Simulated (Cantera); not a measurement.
Feed: 1 mol c-C4F8, 0.14 mol CH4, 0.072 mol H2, equilibrated at 2875 K.

Points: P (Pa) = 1, 10, 100, 1000, 10000, 100000.

Cantera's Mixture.equilibrate('TP', solver="vcs", rtol=1e-11, max_steps=5000) on the NASA tables stopped like this:

```
ERROR: FAILURE its = 5001!

*******************************************************************************
CanteraError thrown by MultiPhase::equilibrate:
VCS solver failed. Return code: -1
*******************************************************************************
```

Task: What got this run through?

Result: One answer among several that fit: The failure is numerical, not chemical. The same input converged with solver="gibbs", rtol=1e-10, max_steps=50000, and the result passed a check of the equilibrium conditions:
```
log10 of partial pressures in bar; condensed amounts in mol
      P/Pa         F       CF2         C        HF       CF4        C3        CF     C(gr)
         1    -5.179   -10.114    -5.651    -7.191   -19.832    -6.560    -7.050         0
        10    -4.143    -7.538    -5.147    -5.403   -15.184    -5.048    -5.510         0
       100    -3.126    -5.193    -4.834    -4.132   -10.806    -4.111    -4.181     1.115
      1000    -2.118    -3.175    -4.834    -3.035    -6.771    -4.111    -3.172      2.92
     1e+04    -1.285    -1.510    -4.834    -1.933    -3.440    -4.111    -2.340     1.935
     1e+05    -0.684    -0.308    -4.834    -0.794    -1.036    -4.111    -1.739      1.37
```

The gas is ideal and each condensed phase is pure. The feed counts by its element totals alone. The tables' values for C2F4 are old estimates; treat these amounts as uncertain. Gases not in the tables: C2F6 and larger saturated fluorocarbons.
